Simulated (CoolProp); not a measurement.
Vapour-liquid equilibrium of R113 (1) + acetone (2) at 383.1 K; x and y are mole fractions of (1).

Values from CoolProp's multi-fluid Helmholtz-energy mixture model, Marx 1992 and Lemmon 2006; pair parameters Bell 2016.

```json
[
 {"x": "0.05", "bubble pressure (bar)": "5.042", "y at the bubble point": "0.092", "dew pressure at overall composition x (bar)": "4.917", "liquid density (mol/L)": "11.35"},
 {"x": "0.2", "bubble pressure (bar)": "5.637", "y at the bubble point": "0.289", "dew pressure at overall composition x (bar)": "5.368", "liquid density (mol/L)": "10.36"},
 {"x": "0.35", "bubble pressure (bar)": "5.989", "y at the bubble point": "0.424", "dew pressure at overall composition x (bar)": "5.807", "liquid density (mol/L)": "9.518"},
 {"x": "0.5", "bubble pressure (bar)": "6.165", "y at the bubble point": "0.533", "dew pressure at overall composition x (bar)": "6.126", "liquid density (mol/L)": "8.804"},
 {"x": "0.65", "bubble pressure (bar)": "6.195", "y at the bubble point": "0.637", "dew pressure at overall composition x (bar)": "6.188", "liquid density (mol/L)": "8.201"},
 {"x": "0.8", "bubble pressure (bar)": "6.061", "y at the bubble point": "0.756", "dew pressure at overall composition x (bar)": "5.978", "liquid density (mol/L)": "7.696"},
 {"x": "0.95", "bubble pressure (bar)": "5.686", "y at the bubble point": "0.923", "dew pressure at overall composition x (bar)": "5.615", "liquid density (mol/L)": "7.272"}
]
```

y crosses x between x = 0.5 and 0.65: the model has an azeotrope there.

Pair parameters are fitted to limited data, so mixtures are less certain than the pure fluids.
